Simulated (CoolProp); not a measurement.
n-perfluorobutane along the isotherm 416.6 K: density (kg/m³) from the reference equation and from simpler models built on Tc = 386.3 K, pc = 23.22 bar, ω = 0.372; each cubic takes its own stable root.

Values from CoolProp's reference Helmholtz-energy equation of state, Gao 2022.

```json
[
 {"p (bar)": "7.14", "phase": "gas", "reference": "53.36", "ideal gas": "49.06", "van der Waals": "53.39", "Redlich-Kwong": "53.82", "Soave-Redlich-Kwong": "53.50", "Peng-Robinson": "54.12"},
 {"p (bar)": "14.3", "phase": "gas", "reference": "118.9", "ideal gas": "98.27", "van der Waals": "119.3", "Redlich-Kwong": "121.0", "Soave-Redlich-Kwong": "119.1", "Peng-Robinson": "122.0"},
 {"p (bar)": "21.4", "phase": "gas", "reference": "205.1", "ideal gas": "147.1", "van der Waals": "208.9", "Redlich-Kwong": "211.6", "Soave-Redlich-Kwong": "203.6", "Peng-Robinson": "211.5"},
 {"p (bar)": "28.6", "phase": "supercritical", "reference": "336.6", "ideal gas": "196.5", "van der Waals": "379.6", "Redlich-Kwong": "360.9", "Soave-Redlich-Kwong": "327.0", "Peng-Robinson": "344.5"},
 {"p (bar)": "35.7", "phase": "supercritical", "reference": "548.7", "ideal gas": "245.3", "van der Waals": "600.6", "Redlich-Kwong": "595.6", "Soave-Redlich-Kwong": "504.2", "Peng-Robinson": "536.7"},
 {"p (bar)": "42.9", "phase": "supercritical", "reference": "756.6", "ideal gas": "294.8", "van der Waals": "682.8", "Redlich-Kwong": "740.9", "Soave-Redlich-Kwong": "661.1", "Peng-Robinson": "712.0"},
 {"p (bar)": "50", "phase": "supercritical", "reference": "870.3", "ideal gas": "343.6", "van der Waals": "730.9", "Redlich-Kwong": "823.9", "Soave-Redlich-Kwong": "759.0", "Peng-Robinson": "824.4"},
 {"p (bar)": "57.1", "phase": "supercritical", "reference": "939.0", "ideal gas": "392.4", "van der Waals": "765.7", "Redlich-Kwong": "883.0", "Soave-Redlich-Kwong": "827.6", "Peng-Robinson": "903.6"},
 {"p (bar)": "64.3", "phase": "supercritical", "reference": "987.7", "ideal gas": "441.9", "van der Waals": "793.6", "Redlich-Kwong": "929.8", "Soave-Redlich-Kwong": "881.0", "Peng-Robinson": "965.2"},
 {"p (bar)": "71.4", "phase": "supercritical", "reference": "1025", "ideal gas": "490.6", "van der Waals": "816.4", "Redlich-Kwong": "968.0", "Soave-Redlich-Kwong": "923.9", "Peng-Robinson": "1015"},
 {"p (bar)": "78.6", "phase": "supercritical", "reference": "1055", "ideal gas": "540.1", "van der Waals": "836.2", "Redlich-Kwong": "1001", "Soave-Redlich-Kwong": "960.7", "Peng-Robinson": "1057"},
 {"p (bar)": "85.7", "phase": "supercritical", "reference": "1080", "ideal gas": "588.9", "van der Waals": "853.3", "Redlich-Kwong": "1030", "Soave-Redlich-Kwong": "992.2", "Peng-Robinson": "1093"},
 {"p (bar)": "92.9", "phase": "supercritical", "reference": "1102", "ideal gas": "638.4", "van der Waals": "868.7", "Redlich-Kwong": "1055", "Soave-Redlich-Kwong": "1021", "Peng-Robinson": "1125"},
 {"p (bar)": "100", "phase": "supercritical", "reference": "1121", "ideal gas": "687.2", "van der Waals": "882.3", "Redlich-Kwong": "1078", "Soave-Redlich-Kwong": "1046", "Peng-Robinson": "1154"}
]
```
